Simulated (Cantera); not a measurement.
Feed: 1 mol Ni, 0.23 mol NH₃, 57 mol N₂, equilibrated at 1098 K and 1.00 bar.

Cantera equilibrium calculation (NASA polynomials, part measured and part estimated; ideal gas, pure solids and liquids). Candidate condensed phases: Ni; 10 gas species. The numbers say what is thermodynamically allowed, not how fast it happens.

Base state: N₂ 0.994, H₂ 0.00600 (mole fractions); condensed: Ni(s).

### Question
What changes in the equilibrium state with this change: Ni replaced by Fe?

### Answer
| species | before | after |
|---|---|---|
| N₂ | 0.994 | 0.994 |
| H₂ | 0.00600 | 0.00600 |
| Ni(s), mol | 1.00 | 0 |
| Fe(α), mol | 0 | 1.00 |
Further candidate phases: Fe.
